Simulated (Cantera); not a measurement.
A freely propagating, adiabatic, planar premixed flame of CH4 : O2 : N2 = 1 : 1.33 : 5.01 (molar parts), equivalence ratio 1.5, unburnt at 475 K and 9.87 atm; mixture-averaged transport, grid criteria slope 0.08 and curve 0.16, no radiation.

Computed with Cantera and GRI-Mech 3.0 (53 species, 325 reactions). Burning velocities carry a grid error of a few per cent, more on coarse grids.

**Question.** What does this change do: O2 1.33 to 1 parts?

**Answer.** 
```json
[
 {"quantity": "laminar burning velocity", "before": "13.8 cm/s", "after": "4.29 cm/s"},
 {"quantity": "thermal thickness", "before": "0.172 mm", "after": "0.481 mm"},
 {"quantity": "peak x(CO)", "before": "0.0859", "after": "0.0603"},
 {"quantity": "peak x(C2H)", "before": "5.17e-7", "after": "<1e-8"}
]
```

**Question.** What does this change do: N2 5.01 to 3.8 parts?

**Answer.** 
```json
[
 {"quantity": "laminar burning velocity", "before": "13.8 cm/s", "after": "27.1 cm/s"},
 {"quantity": "thermal thickness", "before": "0.172 mm", "after": "0.0978 mm"},
 {"quantity": "peak x(CO)", "before": "0.0859", "after": "0.104"},
 {"quantity": "peak x(C2H)", "before": "5.17e-7", "after": "2.52e-6"}
]
```
